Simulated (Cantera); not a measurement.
**SiHCl3 + N2 (silicon epitaxy and polysilicon growth)**

Input: 1 mol SiHCl3, 59 mol N2, at 1.10 bar.

Cantera equilibrium calculation (NASA polynomials, part measured and part estimated; ideal gas, pure solids and liquids). Candidate condensed phases: NH4Cl, Si, Si3N4; 28 gas species. N2 is the only nitrogen source here; it is nearly inert below about 1500 K, so the nitride shown seldom forms there in practice. The tables' values for SiCl3 are old estimates; treat these amounts as uncertain. Equilibrium is a limit: real reactors are often held back by kinetics, nucleation or transport.

```json
[
 {"T (°C)": "750", "log p N2": "0.03", "log p HCl": "-1.80", "log p SiCl2": "-7.38", "log p SiCl4": "-2.01", "log p SiCl3": "-5.36", "n Si3N4(s)": "0.155"},
 {"T (°C)": "850", "log p N2": "0.03", "log p HCl": "-1.80", "log p SiCl2": "-6.11", "log p SiCl4": "-2.01", "log p SiCl3": "-4.61", "n Si3N4(s)": "0.156"},
 {"T (°C)": "950", "log p N2": "0.03", "log p HCl": "-1.79", "log p SiCl2": "-5.05", "log p SiCl4": "-2.02", "log p SiCl3": "-3.98", "n Si3N4(s)": "0.157"},
 {"T (°C)": "1050", "log p N2": "0.03", "log p HCl": "-1.79", "log p SiCl2": "-4.15", "log p SiCl4": "-2.03", "log p SiCl3": "-3.46", "n Si3N4(s)": "0.156"},
 {"T (°C)": "1150", "log p N2": "0.03", "log p HCl": "-1.78", "log p SiCl2": "-3.40", "log p SiCl4": "-2.06", "log p SiCl3": "-3.03", "n Si3N4(s)": "0.150"},
 {"T (°C)": "1250", "log p N2": "0.03", "log p HCl": "-1.78", "log p SiCl2": "-2.77", "log p SiCl4": "-2.14", "log p SiCl3": "-2.70", "n Si3N4(s)": "0.134"},
 {"T (°C)": "1350", "log p N2": "0.03", "log p HCl": "-1.79", "log p SiCl2": "-2.29", "log p SiCl4": "-2.34", "log p SiCl3": "-2.50", "n Si3N4(s)": "0.0956"},
 {"T (°C)": "1450", "log p N2": "0.03", "log p HCl": "-1.81", "log p SiCl2": "-1.97", "log p SiCl4": "-2.72", "log p SiCl3": "-2.48", "n Si3N4(s)": "0.0411"}
]
```
log p: log10 of the partial pressure in bar; n: condensed amount in mol.

From 750 °C to 1450 °C the condensed part is Si3N4(s). The main Si-bearing gas is SiCl4 at 750 °C and SiCl2 at 1450 °C. The share of Si in condensed phases is highest at 950 °C (47.0 %) and lowest at 1450 °C (12.3 %).
